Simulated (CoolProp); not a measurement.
Values from CoolProp's reference Helmholtz-energy equation of state, Lemmon 2000. It is a pseudo-pure fit of the blend.

Problem. For dry air, give the phase and the Joule-Thomson coefficient (K/MPa), conductivity (mW/(m K)), Prandtl number at 930.8 K and 1.13 bar; 214 K and 3.51 bar; 525.1 K and 57.2 bar.

Solution. 
- 930.8 K and 1.13 bar: gas; Joule-Thomson coefficient -0.441, conductivity 64.1, Prandtl number 0.726
- 214 K and 3.51 bar: gas; Joule-Thomson coefficient 4.28, conductivity 19.8, Prandtl number 0.727
- 525.1 K and 57.2 bar: supercritical; Joule-Thomson coefficient 0.249, conductivity 42.6, Prandtl number 0.710

Viscosity comes from a separate model (Lemmon 2004). Thermal conductivity comes from a separate model (Lemmon 2004).
